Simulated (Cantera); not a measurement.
What does this Cantera script print?

```python
import numpy as np
import cantera as ct

gas = ct.Solution("h2o2.yaml")
gas.TPX = 598, 101325, {'H2': 1, 'O2': 0.61, 'N2': 2.29, 'H2O': 0.32}
flame = ct.FreeFlame(gas, width=0.04)
flame.set_refine_criteria(ratio=3, slope=0.08, curve=0.16)
flame.transport_model = "mixture-averaged"
flame.solve(loglevel=0, auto=True)
z, T = flame.grid, flame.T
thick = (T[-1] - T[0]) / np.gradient(T, z).max()
show = ['H2', 'O2', 'H2O', 'H', 'OH', 'O']
print(f"laminar burning velocity  {flame.velocity[0] * 100:.3f} cm/s")
print(f"burnt temperature         {T[-1]:.1f} K")
print(f"thermal thickness         {thick * 1e3:.4f} mm")
print(f"grid points               {len(z)}")
z0 = z[flame.heat_release_rate.argmax()]
print(f"{'z/mm':>9s}{'T/K':>9s}{'u/(m/s)':>9s}" + "".join(f"{s:>11s}" for s in show))
rows = []
for k in (-3, -2, -1.5, -1, -0.5, -0.25, 0, 0.25, 0.5, 1, 2, 4, 8):
    zz = z0 + k * thick
    rows.append([k * thick, np.interp(zz, z, T), np.interp(zz, z, flame.velocity),
                 *(np.interp(zz, z, flame.X[gas.species_index(s)]) for s in show)])
    print(f"{rows[-1][0] * 1e3:9.3f}{rows[-1][1]:9.1f}{rows[-1][2]:9.3f}" + "".join(f"{x:11.3e}" for x in rows[-1][3:]))
```

Result:

```
laminar burning velocity  529.430 cm/s
burnt temperature         2245.3 K
thermal thickness         0.4166 mm
grid points               114
     z/mm      T/K  u/(m/s)         H2         O2        H2O          H         OH          O
   -1.250    598.0    5.294  2.370e-01  1.445e-01  7.583e-02  1.123e-15  4.783e-16  1.384e-14
   -0.833    598.0    5.294  2.370e-01  1.446e-01  7.583e-02  1.246e-13  4.969e-14  1.438e-12
   -0.625    598.0    5.294  2.369e-01  1.446e-01  7.583e-02  1.338e-11  2.747e-12  7.919e-11
   -0.417    598.1    5.293  2.366e-01  1.446e-01  7.587e-02  4.280e-09  1.994e-10  4.823e-09
   -0.208    613.0    5.380  2.292e-01  1.455e-01  7.736e-02  4.488e-05  2.137e-05  4.710e-06
   -0.104    798.8    6.834  1.966e-01  1.416e-01  9.679e-02  2.488e-03  6.959e-04  2.176e-04
    0.000   1193.4    9.908  1.202e-01  1.116e-01  1.676e-01  1.764e-02  2.780e-03  3.388e-03
    0.104   1489.7   12.219  5.382e-02  6.667e-02  2.477e-01  3.031e-02  8.376e-03  8.615e-03
    0.208   1644.2   13.404  3.371e-02  4.906e-02  2.776e-01  2.849e-02  1.221e-02  9.910e-03
    0.417   1799.3   14.542  2.713e-02  4.208e-02  2.934e-01  2.006e-02  1.452e-02  8.519e-03
    0.833   1944.6   15.567  2.191e-02  3.800e-02  3.071e-01  1.181e-02  1.499e-02  6.095e-03
    1.667   2065.2   16.388  1.569e-02  3.467e-02  3.206e-01  6.010e-03  1.384e-02  3.863e-03
    3.333   2156.0   16.992  9.752e-03  3.227e-02  3.322e-01  2.591e-03  1.153e-02  2.176e-03
```

Cantera simulation using the H2/O2 subset of GRI-Mech 3.0, which has no nitrogen chemistry; the numbers are that mechanism's predictions, not measurements. Burning velocities carry a grid error of a few per cent, more on coarse grids.
